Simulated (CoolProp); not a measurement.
Properties of fluoroethane (R161) at several states (Tc = 102.1 °C, pc = 5010 kPa, ω = 0.216).

The numbers come from the reference Helmholtz-energy equation of state, Wu 2012 in CoolProp.

```json
[
 {"T (°C)": "-32.95", "p (kPa)": "5000", "phase": "liquid", "density (kg/m³)": "817.1", "cv (kJ/(kg K))": "1.370", "speed of sound (m/s)": "1102", "Joule-Thomson coefficient (K/MPa)": "-0.3702", "expansivity (1/kK)": "1.697"},
 {"T (°C)": "-104.85", "p (kPa)": "24.1", "phase": "liquid", "density (kg/m³)": "907.1", "cv (kJ/(kg K))": "1.437", "speed of sound (m/s)": "1511", "Joule-Thomson coefficient (K/MPa)": "-0.4203", "expansivity (1/kK)": "1.420"},
 {"T (°C)": "174.45", "p (kPa)": "38.4", "phase": "gas", "density (kg/m³)": "0.4966", "cv (kJ/(kg K))": "1.507", "speed of sound (m/s)": "293.5", "Joule-Thomson coefficient (K/MPa)": "6.057", "expansivity (1/kK)": "2.245"},
 {"T (°C)": "-84.25", "p (kPa)": "399", "phase": "liquid", "density (kg/m³)": "880.8", "cv (kJ/(kg K))": "1.377", "speed of sound (m/s)": "1387", "Joule-Thomson coefficient (K/MPa)": "-0.4237", "expansivity (1/kK)": "1.470"}
]
```
